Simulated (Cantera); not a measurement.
## Adiabatic ignition

An adiabatic, constant-pressure homogeneous reactor starts with C₂H₄ : O₂ : N₂ : H₂O = 1 : 1.88 : 7.05 : 2.3 (molar parts), equivalence ratio 1.6, at 1625 K and 3750 Torr.

Computed with Cantera and GRI-Mech 3.0 (53 species, 325 reactions). GRI-Mech 3.0 was tuned for natural gas; its chemistry of ethylene as a main component is partial and can be far from experiment.

```json
[
 {"t (s)": "1.00e-6", "T (K)": "1625", "x C₂H₄": "0.0817", "x O₂": "0.154", "x H₂O": "0.188", "x NO": "<1e-12", "x HCO": "1.24e-7", "x HO₂": "3.01e-6"},
 {"t (s)": "2.85e-6", "T (K)": "1645", "x C₂H₄": "0.0731", "x O₂": "0.146", "x H₂O": "0.189", "x NO": "1.37e-9", "x HCO": "9.26e-5", "x HO₂": "0.00108"},
 {"t (s)": "8.11e-6", "T (K)": "2649", "x C₂H₄": "<1e-12", "x O₂": "0.00363", "x H₂O": "0.228", "x NO": "0.000111", "x HCO": "8.72e-7", "x HO₂": "4.40e-6"},
 {"t (s)": "2.31e-5", "T (K)": "2758", "x C₂H₄": "<1e-12", "x O₂": "0.00160", "x H₂O": "0.236", "x NO": "0.000191", "x HCO": "5.48e-7", "x HO₂": "1.92e-6"},
 {"t (s)": "6.58e-5", "T (K)": "2792", "x C₂H₄": "<1e-12", "x O₂": "0.00109", "x H₂O": "0.239", "x NO": "0.000334", "x HCO": "4.56e-7", "x HO₂": "1.27e-6"},
 {"t (s)": "0.000187", "T (K)": "2792", "x C₂H₄": "<1e-12", "x O₂": "0.00105", "x H₂O": "0.239", "x NO": "0.000683", "x HCO": "4.52e-7", "x HO₂": "1.23e-6"},
 {"t (s)": "0.000534", "T (K)": "2788", "x C₂H₄": "<1e-12", "x O₂": "0.00101", "x H₂O": "0.239", "x NO": "0.00139", "x HCO": "4.50e-7", "x HO₂": "1.18e-6"},
 {"t (s)": "0.00152", "T (K)": "2785", "x C₂H₄": "<1e-12", "x O₂": "0.000979", "x H₂O": "0.239", "x NO": "0.00196", "x HCO": "4.49e-7", "x HO₂": "1.15e-6"},
 {"t (s)": "0.00433", "T (K)": "2785", "x C₂H₄": "<1e-12", "x O₂": "0.000976", "x H₂O": "0.239", "x NO": "0.00200", "x HCO": "4.49e-7", "x HO₂": "1.14e-6"},
 {"t (s)": "0.0123", "T (K)": "2785", "x C₂H₄": "<1e-12", "x O₂": "0.000976", "x H₂O": "0.239", "x NO": "0.00200", "x HCO": "4.49e-7", "x HO₂": "1.14e-6"},
 {"t (s)": "0.0351", "T (K)": "2785", "x C₂H₄": "<1e-12", "x O₂": "0.000976", "x H₂O": "0.239", "x NO": "0.00200", "x HCO": "4.49e-7", "x HO₂": "1.14e-6"},
 {"t (s)": "0.100", "T (K)": "2785", "x C₂H₄": "<1e-12", "x O₂": "0.000976", "x H₂O": "0.239", "x NO": "0.00200", "x HCO": "4.49e-7", "x HO₂": "1.14e-6"}
]
```
x: mole fraction; the columns are a selection and need not sum to one.

time of steepest temperature rise: 4.81 µs
temperature at 0.100 s: 2785 K
equilibrium temperature: 2785 K
x(C₂H₄) at 0.100 s: <1e-12 (gas-phase equilibrium <1e-12)
x(O₂) at 0.100 s: 0.000976 (gas-phase equilibrium 0.000976)
x(H₂O) at 0.100 s: 0.239 (gas-phase equilibrium 0.239)
